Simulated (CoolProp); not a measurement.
Computed with CoolProp (reference Helmholtz-energy equation of state, Akasaka 2020).

Task: Give the vapour pressure (MPa), vapour density (kg/m³), liquid cp (kJ/(kg K)) of saturated R1123 at -45.95, 7.15 °C.

Result: 
| T (°C) | p (MPa) | vapour density (kg/m³) | liquid cp (kJ/(kg K)) |
|---|---|---|---|
| -45.95 | 0.210 | 9.70 | 1.31 |
| 7.15 | 1.33 | 59.9 | 1.54 |
